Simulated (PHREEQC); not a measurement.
A solution holds 2.2 mmol/kgw NaF, at 25 °C. Closed to the air; pH follows from the charge balance.

Computed with PHREEQC (ion-association model, wateq4f.dat).

No solid was allowed to form.

Question: Estimate the pH.

Answer: pH 7.30.

Complexes and solids missing from the database can't appear.
